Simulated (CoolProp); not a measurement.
Saturation properties of n-perfluorohexane (Tc = 174.9 °C, pc = 1742 kPa, ω = 0.497).

Model: reference Helmholtz-energy equation of state, Gao 2022, in CoolProp.

```
T (°C)  p (kPa)  liquid density (kg/m³)  vapour density (kg/m³)  enthalpy of vaporisation (kJ/kg)  liquid cp (kJ/(kg K))
------  -------  ----------------------  ----------------------  --------------------------------  ---------------------
2.05      9.664                    1741                   1.443                             98.87                  1.011
19.35     22.83                    1692                   3.239                             94.55                  1.038
36.55     47.62                    1642                   6.483                             90.11                  1.065
53.85     90.56                    1589                   11.95                             85.40                  1.093
71.15     159.1                    1532                   20.59                             80.35                  1.122
88.45     262.2                    1471                   33.72                             74.80                  1.153
105.75    409.8                    1402                   53.33                             68.56                  1.190
123.05    613.4                    1322                   82.70                             61.28                  1.239
```

It boils at 57.1 °C under 1 atm.
